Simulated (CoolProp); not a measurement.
Benzene along the isobar 12.7 MPa: Z from the reference equation and from simpler models built on Tc = 562.0 K, pc = 4.906 MPa, ω = 0.211; each cubic takes its own stable root.

Model: reference Helmholtz-energy equation of state, Thol 2012, in CoolProp.

```tsv
T (K)	phase	reference	Redlich-Kwong	Soave-Redlich-Kwong	Peng-Robinson
413.6	liquid	0.3774	0.4169	0.4074	0.3615
424.5	liquid	0.3735	0.4131	0.4035	0.3581
435.4	liquid	0.3702	0.4099	0.4003	0.3552
446.3	liquid	0.3673	0.4072	0.3977	0.3530
457.2	liquid	0.3650	0.4053	0.3959	0.3514
468.1	liquid	0.3631	0.4039	0.3947	0.3505
478.9	liquid	0.3617	0.4031	0.3943	0.3503
489.8	liquid	0.3609	0.4030	0.3946	0.3508
500.7	liquid	0.3607	0.4036	0.3958	0.3522
```
